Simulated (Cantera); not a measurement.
Input: 1 mol TiO2, 1.1 mol CO, equilibrated at 0.0133 bar.

Cantera equilibrium calculation (NASA polynomials, part measured and part estimated; ideal gas, pure solids and liquids). Candidate condensed phases: C, Ti, TiC, TiO, TiO2, Ti2O3, Ti3O5, Ti4O7; 15 gas species. Mutual solubility and eutectic melting of coexisting phases are not modelled. Condensed phases not in the tables: Magnéli phases beyond Ti4O7. Kinetics and transport are ignored.

x: gas mole fraction; n: condensed amount in mol.

```csv
T (°C),x CO,x CO2,x TiO2,x O,n TiO2(rutile),n Ti4O7(s),n Ti4O7(l)
1277,0.992,0.00812,…,4.86e-11,0.964,0.00893,0
1352,0.988,0.0120,…,4.87e-10,0.947,0.0131,0
1427,0.983,0.0171,…,4.00e-9,0.925,0.0188,0
1502,0.976,0.0237,…,2.76e-8,0.896,0.0261,0
1577,0.968,0.0322,…,1.64e-7,0.858,0.0355,0
1652,0.957,0.0428,…,8.51e-7,0.812,0.0471,0
1727,0.923,0.0773,…,5.56e-6,0.660,0,0.0850
1802,0.848,0.152,…,3.80e-5,0.330,0,0.167
1877,0.773,0.227,…,0.000182,0,0,0.250
1952,0.773,0.226,…,0.000495,0,0,0.250
```

Complete the blanks.


- 1277, x TiO2: 3.70e-10
- 1352, x TiO2: 3.36e-9
- 1427, x TiO2: 2.49e-8
- 1502, x TiO2: 1.56e-7
- 1577, x TiO2: 8.33e-7
- 1652, x TiO2: 3.90e-6
- 1727, x TiO2: 1.62e-5
- 1802, x TiO2: 6.05e-5
- 1877, x TiO2: 0.000194
- 1952, x TiO2: 0.000509
